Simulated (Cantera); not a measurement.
A closed system holds: 1 mol Fe₂O₃, 9.3 mol Cl₂, 0.36 mol H₂, equilibrated at 800 K.

Cantera equilibrium calculation (NASA polynomials, part measured and part estimated; ideal gas, pure solids and liquids). Candidate condensed phases: Fe, FeCl₂, FeCl₃, FeO, Fe(OH)₂, Fe(OH)₃, Fe₂O₃, Fe₃O₄, H₂O; 22 gas species. Condensed phases not in the tables: FeOCl. Rates play no part.

**Question.** At 1.28 Torr, list the 6 most abundant gas species with their mole fractions, and the condensed phases.

**Answer.** Cl₂ 0.911, HCl 0.0743, FeCl₃ 0.00810, O₂ 0.00610, Cl 0.000217, H₂O 3.88e-5. Condensed: Fe₂O₃(s).
